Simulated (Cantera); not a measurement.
Charge: 1 mol MgO, 0.84 mol F2, 1.1 mol H2, equilibrated at 68.0 Pa.

These are equilibrium values from Cantera (NASA tables, ideal gas, pure condensed phases), not measurements of a reactor. Candidate condensed phases: H2O, Mg, MgF2, MgO, Mg(OH)2; 31 gas species. Mutual solubility and eutectic melting of coexisting phases are not modelled. The numbers say what is thermodynamically allowed, not how fast it happens.

x: gas mole fraction; n: condensed amount in mol.

```
T (K)        x HF       x H2O   x H2      x MgF2         x H       x MgF   n MgF2(s)    n MgO(s)
-----  ----------  ----------  -----  ----------  ----------  ----------  ----------  ----------
875        0.0192       0.747  0.234    2.89e-11    9.31e-10      <1e-12       0.829       0.171
950        0.0607       0.710  0.229     1.89e-9     1.02e-8      <1e-12       0.806       0.194
1025   (withheld)  (withheld)  0.218  (withheld)  (withheld)      <1e-12       0.748  (withheld)
1100        0.321       0.481  0.198     1.40e-6     4.42e-7    1.85e-11       0.630       0.370
1175        0.531       0.296  0.174     1.98e-5     1.96e-6    6.61e-10       0.443       0.557
1250        0.706       0.141  0.153    0.000202     7.25e-6     1.77e-8       0.240       0.760
1325        0.800      0.0570  0.141     0.00156     2.36e-5     3.72e-7       0.102       0.895
1400        0.833      0.0221  0.136  (withheld)  (withheld)  (withheld)  (withheld)       0.958
1475        0.825      0.0206  0.134      0.0206    0.000182     3.30e-5           0       0.960
1550        0.810      0.0278  0.134      0.0277    0.000442    0.000105           0       0.946
1625        0.793      0.0364  0.133      0.0360    0.000987    0.000297           0       0.929
1700        0.773      0.0463  0.132      0.0452     0.00205    0.000760           0       0.910
```

Problem. Complete the blanks.

Solution. 
- 1025, x HF: 0.155
- 1025, x H2O: 0.627
- 1025, x MgF2: 6.59e-8
- 1025, x H: 7.80e-8
- 1025, n MgO(s): 0.252
- 1400, x MgF2: 0.00965
- 1400, x H: 6.87e-5
- 1400, x MgF: 6.09e-6
- 1400, n MgF2(s): 0.0238
